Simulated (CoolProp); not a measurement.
A single-stage vapour-compression cycle with dimethyl ether: evaporating at 273.15 K (dew point), condensing at 305.15 K (bubble point), superheat 5 K, subcooling 8 K, compressor efficiency 0.6, no pressure losses. Each further row changes one setting.

The numbers come from the reference Helmholtz-energy equation of state, Wu 2011 in CoolProp.

| case | cooling COP | pressure ratio | discharge temperature (K) | refrigerating effect (kJ/kg) | volumetric capacity (kJ/m³) |
|---|---|---|---|---|---|
| as stated | (withheld) | 2.70 | 338.2 | 386 | 2190 |
| evaporating temperature 278.15 K | (withheld) | 2.27 | (withheld) | (withheld) | 2610 |
| condensing temperature 300.15 K | (withheld) | 2.34 | 329.7 | 398 | 2260 |
| subcooling 13 K | 4.89 | 2.70 | 338.2 | 398 | 2260 |
| superheat 15 K | 4.72 | 2.70 | (withheld) | 401 | 2180 |
| compressor efficiency 0.5 | 3.95 | 2.70 | 347.7 | 386 | 2190 |

### Question
Fill in the missing entries.

### Answer

- as stated, cooling COP: 4.74
- evaporating temperature 278.15 K, cooling COP: 5.82
- evaporating temperature 278.15 K, discharge temperature (K): 333.1
- evaporating temperature 278.15 K, refrigerating effect (kJ/kg): 391
- condensing temperature 300.15 K, cooling COP: 5.73
- superheat 15 K, discharge temperature (K): 349.3
